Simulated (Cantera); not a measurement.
## Thermodynamics of boron, boron nitride and boron oxide, feed borazine + N2 + H2 + O2

A closed system holds: 1 mol borazine, 0.24 mol N2, 9.5 mol H2, 0.96 mol O2, at 2350 K and 1.33 mbar.

Equilibrium computed with Cantera from the NASA thermochemical tables; the gas is ideal and each condensed phase is pure. Candidate condensed phases: B, BN, B2O3, B3O3H3, H2O; 39 gas species. The feed counts by its element totals alone. The tables' values for BH2 are old estimates; treat these amounts as uncertain. The numbers say what is thermodynamically allowed, not how fast it happens.

- x(H2): 0.538
- x(H): 0.250
- x(N2): 0.0936
- x(BO): 0.0826
- x(HBO): 0.0164
- x(B): 0.0140
- x(B2O): 0.00255
- x(BH2): 0.00138
- x(B2O2): 0.000877
- n(B(l)): 0.739 mol
- gas amount: 18.58 mol
